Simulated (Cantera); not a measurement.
Mixture: CH₄ : H₂ : O₂ : N₂ : H₂O = 1 : 0.35 : 4.94 : 17.3 : 2 (molar parts), at 8.40 bar, adiabatic and at constant pressure. Ignition delay is the time to a rise of 400 K.

Cantera simulation using GRI-Mech 3.0 (53 species, 325 reactions); the numbers are that mechanism's predictions, not measurements.

### Question
What does this change do: 0.92 parts CO2 added?

### Answer
| quantity | before | after |
|---|---|---|
| delay at 1100 K | 3.62 ms | 3.76 ms |
| delay at 1200 K | 0.793 ms | 0.831 ms |
| delay at 1300 K | 0.267 ms | 0.281 ms |
| delay at 1400 K | 0.115 ms | 0.121 ms |
| delay at 1500 K | 55.7 µs | 58.8 µs |
| delay at 1600 K | 28.9 µs | 30.5 µs |
| delay at 1700 K | 15.9 µs | 16.7 µs |
| apparent activation energy between 1500 and 1700 K | 130 kJ/mol | 130 kJ/mol |
